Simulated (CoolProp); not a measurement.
Vapour-liquid equilibrium of benzene (1) + ethylbenzene (2) at 517.7 K; x and y are mole fractions of (1).

Model: multi-fluid Helmholtz-energy mixture model, Thol 2012 and Zhou 2012; pair parameters Bell 2016, in CoolProp.

```csv
x,bubble pressure (MPa),y at the bubble point,dew pressure at overall composition x (MPa),liquid density (mol/L)
0.05,1.005,0.097,0.9723,6.058
0.125,(withheld),0.227,1.026,6.165
0.2,1.216,0.340,1.085,6.273
0.275,1.329,0.439,1.151,6.383
0.35,1.448,0.527,1.226,(withheld)
0.425,1.573,0.605,1.311,6.604
0.5,1.705,0.675,1.409,6.715
0.575,1.844,0.738,1.522,6.824
0.65,1.990,0.794,1.655,6.931
0.725,2.143,0.846,1.814,7.034
0.8,2.304,0.892,2.006,7.131
0.875,2.473,(withheld),2.242,7.219
0.95,2.651,(withheld),2.537,7.293
```

**Question.** Some entries are withheld; supply them.

**Answer.** 
- 0.125, bubble pressure (MPa): 1.108
- 0.35, liquid density (mol/L): 6.493
- 0.875, y at the bubble point: 0.935
- 0.95, y at the bubble point: 0.975

No azeotrope shows between x = 0.05 and 0.95.

The pair parameters rest on a limited set of measurements; away from them the model extrapolates.
